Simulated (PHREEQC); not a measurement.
Consider water at 25 °C with 4 mol K2CO3 and 0.96 mol NaHCO3 per kg of water. Closed to the air; pH follows from the charge balance.

Model: Pitzer model, pitzer.dat, run in PHREEQC.

The pH comes out as 10.80 and the ionic strength comes out as 13.0 mol/kgw. The activity of water is 0.748 and the density comes out as 1.315 g/cm³. The osmotic coefficient is 1.159 and the total alkalinity is 8960 meq/kg.

```csv
species,molality,activity,log γ
K+,8.00,4.75,-0.226
CO3-2,4.00,0.857,-0.669
HCO3-,0.960,0.294,-0.514
Na+,0.960,0.232,-0.618
OH-,6.95e-5,0.000482,0.841
CO2,5.09e-6,1.36e-5,0.425
```

No solid was allowed to form. In brines, pH and single-ion activities rest on the MacInnes convention.
